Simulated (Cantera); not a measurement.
Input: 1 mol Al, 31 mol N₂O, 26 mol H₂, equilibrated at 1377 °C and 14000 Pa.

Cantera equilibrium calculation (NASA polynomials, part measured and part estimated; ideal gas, pure solids and liquids). Candidate condensed phases: Al, AlN, Al₂O₃, H₂O; 35 gas species. Gases not in the tables: Al(OH)₃. Rates play no part.

Base state: N₂ 0.527, H₂O 0.442, O₂ 0.0293, NO 0.000729, OH 0.000539, H₂ 8.10e-5, O 1.19e-5 (mole fractions); condensed: Al₂O₃(s).

**Question.** What changes in the equilibrium state with this change: N₂O from 31 to 1.3 mol?

**Answer.** 
| species | before | after |
|---|---|---|
| H₂ | 8.10e-5 | 0.954 |
| N₂ | 0.527 | 0.0453 |
| H | 2.19e-6 | 0.000237 |
| H₂O | 0.442 | 8.53e-6 |
| O₂ | 0.0293 | <1e-9 |
| NO | 0.000729 | <1e-9 |
| OH | 0.000539 | <1e-9 |
| O | 1.19e-5 | <1e-9 |
| Al₂O₃(s), mol | 0.500 | 0.433 |
| AlN(s), mol | 0 | 0.133 |
Mutual solubility and eutectic melting of coexisting phases are not modelled.
